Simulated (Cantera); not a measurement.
Input: 1 mol SiCl4, 0.22 mol N2, 1.2 mol H2, at 775 K and 0.210 bar.

Method: chemical equilibrium by Gibbs-energy minimisation in Cantera with the NASA 1993 tables (ideal gas, pure condensed phases). Candidate condensed phases: NH4Cl, Si, Si3N4; 28 gas species. N2 is the only nitrogen source here; it is nearly inert below about 1500 K, so the nitride shown seldom forms there in practice. Kinetics and transport are ignored.

Base state: H2 0.337, SiCl4 0.330, HCl 0.293, N2 0.0400, SiHCl3 0.000246, NH3 3.19e-5 (mole fractions); condensed: Si3N4(s).

**Question.** What changes in the equilibrium state with this change: pressure from 0.210 bar to 1.33 mbar?

**Answer.** 
```tsv
species	before	after
HCl	0.293	0.377
SiCl4	0.330	0.306
H2	0.337	0.292
N2	0.0400	0.0252
NH3	3.19e-5	1.29e-7
SiHCl3	0.000246	0.000153
Si3N4(s), mol	0.0604	0.0785
```
